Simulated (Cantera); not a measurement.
Input: 1 mol Si, 3.5 mol F₂, at 775 °C.

Method: chemical equilibrium by Gibbs-energy minimisation in Cantera with the NASA 1993 tables (ideal gas, pure condensed phases). Candidate condensed phases: Si; 9 gas species. Equilibrium is a limit: real reactors are often held back by kinetics, nucleation or transport.

x: gas mole fraction; nothing condenses.

| P (Pa) | x F | x F₂ | x SiF₄ |
|---|---|---|---|
| 1 | 0.750 | 0.000235 | 0.250 |
| 6.80 | 0.748 | … | 0.250 |
| 46 | 0.737 | 0.0104 | 0.253 |
| 320 | … | … | 0.265 |
| 2200 | 0.483 | 0.214 | 0.303 |
| 15000 | 0.252 | 0.398 | 0.350 |
| 100000 | 0.111 | 0.511 | 0.378 |

Task: Fill in the missing entries.

Result: 
- 320, x F: 0.674
- 320, x F₂: 0.0607
- 6.80, x F₂: 0.00159
